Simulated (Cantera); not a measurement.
Hydrocarbon pyrolysis for carbon deposition

An isothermal, constant-pressure homogeneous reactor starts with C3H8 : H2 = 1 : 55 (molar parts), at 1175 K and 1.01 bar.

Cantera simulation using GRI-Mech 3.0 (53 species, 325 reactions); the numbers are that mechanism's predictions, not measurements. GRI-Mech 3.0 was tuned for natural gas; its chemistry of propane as a main component is partial and can be far from experiment. GRI-Mech 3.0 stops at C3 and has no aromatics, soot or wall deposition, so with more carbon than oxygen in the feed, carbon stays in small species such as C2H2 where larger ones or solid carbon would form.

```json
[
 {"t (s)": "8.00e-5", "x C3H8": "0.0178", "x H2": "0.982", "x C2H2": "4.86e-10", "x C2H6": "1.91e-6", "x H": "2.01e-6", "x CH3": "5.00e-6"},
 {"t (s)": "0.000229", "x C3H8": "0.0173", "x H2": "0.982", "x C2H2": "2.76e-8", "x C2H6": "6.76e-6", "x H": "4.78e-6", "x CH3": "1.18e-5"},
 {"t (s)": "0.000656", "x C3H8": "0.0154", "x H2": "0.980", "x C2H2": "7.36e-7", "x C2H6": "3.31e-5", "x H": "6.56e-6", "x CH3": "1.47e-5"},
 {"t (s)": "0.00188", "x C3H8": "0.0106", "x H2": "0.975", "x C2H2": "7.80e-6", "x C2H6": "0.000172", "x H": "6.39e-6", "x CH3": "1.07e-5"},
 {"t (s)": "0.00538", "x C3H8": "0.00412", "x H2": "0.969", "x C2H2": "4.44e-5", "x C2H6": "0.000703", "x H": "5.10e-6", "x CH3": "4.61e-6"},
 {"t (s)": "0.0154", "x C3H8": "0.000722", "x H2": "0.965", "x C2H2": "0.000130", "x C2H6": "0.00162", "x H": "2.83e-6", "x CH3": "1.37e-6"},
 {"t (s)": "0.0442", "x C3H8": "3.91e-5", "x H2": "0.964", "x C2H2": "0.000257", "x C2H6": "0.00236", "x H": "1.95e-6", "x CH3": "7.92e-7"},
 {"t (s)": "0.126", "x C3H8": "1.09e-6", "x H2": "0.963", "x C2H2": "0.000465", "x C2H6": "0.00252", "x H": "1.92e-6", "x CH3": "8.33e-7"},
 {"t (s)": "0.362", "x C3H8": "1.02e-6", "x H2": "0.961", "x C2H2": "0.000636", "x C2H6": "0.00219", "x H": "1.80e-6", "x CH3": "9.14e-7"},
 {"t (s)": "1.04", "x C3H8": "8.43e-7", "x H2": "0.957", "x C2H2": "0.000525", "x C2H6": "0.00160", "x H": "1.55e-6", "x CH3": "1.01e-6"},
 {"t (s)": "2.97", "x C3H8": "4.58e-7", "x H2": "0.952", "x C2H2": "0.000285", "x C2H6": "0.000872", "x H": "1.15e-6", "x CH3": "9.66e-7"},
 {"t (s)": "8.51", "x C3H8": "1.31e-7", "x H2": "0.949", "x C2H2": "0.000104", "x C2H6": "0.000319", "x H": "7.05e-7", "x CH3": "6.93e-7"},
 {"t (s)": "24.4", "x C3H8": "1.59e-8", "x H2": "0.947", "x C2H2": "2.18e-5", "x C2H6": "6.42e-5", "x H": "3.30e-7", "x CH3": "3.47e-7"},
 {"t (s)": "69.8", "x C3H8": "6.10e-10", "x H2": "0.946", "x C2H2": "1.55e-6", "x C2H6": "4.44e-6", "x H": "1.34e-7", "x CH3": "1.43e-7"},
 {"t (s)": "200", "x C3H8": "2.33e-10", "x H2": "0.946", "x C2H2": "5.87e-7", "x C2H6": "2.00e-6", "x H": "1.19e-7", "x CH3": "1.27e-7"}
]
```
x: mole fraction; the columns are a selection and need not sum to one.

Equilibrium at this temperature and pressure: C3H8 2.33e-10, H2 0.946, C2H2 5.87e-7, C2H6 1.99e-6, H 1.19e-7, CH3 1.27e-7 (gas phase only).
